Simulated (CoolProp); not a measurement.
Saturation properties of ethanol.

Computed with CoolProp (reference Helmholtz-energy equation of state, Schroeder 2014).

```csv
T (°C),p (kPa),liquid density (kg/m³),vapour density (kg/m³),surface tension (mN/m)
18.45,5.351,790.7,0.1021,22.5
33.75,12.85,777.5,0.2339,(withheld)
49.05,28.09,764.0,(withheld),19.6
64.45,56.85,749.8,0.9541,18.1
79.75,106.8,735.1,1.735,16.6
95.05,188.7,719.4,(withheld),15.1
110.35,316.1,702.3,(withheld),13.6
125.75,507.1,683.5,7.762,12.0
141.05,778.2,662.7,11.85,10.5
156.35,1151,639.4,17.59,8.96
```

Task: Complete the blanks.

Result: 
- 33.75, surface tension (mN/m): 21.0
- 49.05, vapour density (kg/m³): 0.4898
- 95.05, vapour density (kg/m³): 2.985
- 110.35, vapour density (kg/m³): 4.903

It boils at 78.4 °C under 1 atm.

Surface tension comes from a separate correlation (Mulero 2012).
